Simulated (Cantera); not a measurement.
Predominance diagram of Ta at 1800 K against the partial pressures of O2 and CO (log10, bar). Source: NASA polynomial tables (part measured, part estimated), evaluated in Cantera. Candidates: Ta(s), TaC(s), Ta2O5(s). Only these pure phases compete in this equilibrium. TaC: taken at fixed stoichiometry. Not in the tables: Ta2C.

Question: Which phase is stable at these pairs, and which metal-bearing vapour leads over it? (-12.6, 0); (-14.3, 0); (-9.2, -8.9); (-7.5, -4.4); (-5.8, -5.6); (1, -7.8); (-11.8, -7.8)

Answer: 
| log p(O2) | log p(CO) | phase | chief vapour | log p (bar) |
|---|---|---|---|---|
| -12.6 | 0 | Ta2O5(s) | TaO2 | -8.2 |
| -14.3 | 0 | TaC(s) | TaO2 | -10.5 |
| -9.2 | -8.9 | Ta2O5(s) | TaO2 | -9.1 |
| -7.5 | -4.4 | Ta2O5(s) | TaO2 | -9.5 |
| -5.8 | -5.6 | Ta2O5(s) | TaO2 | -9.9 |
| 1 | -7.8 | Ta2O5(s) | TaO2 | -11.6 |
| -11.8 | -7.8 | Ta2O5(s) | TaO2 | -8.4 |
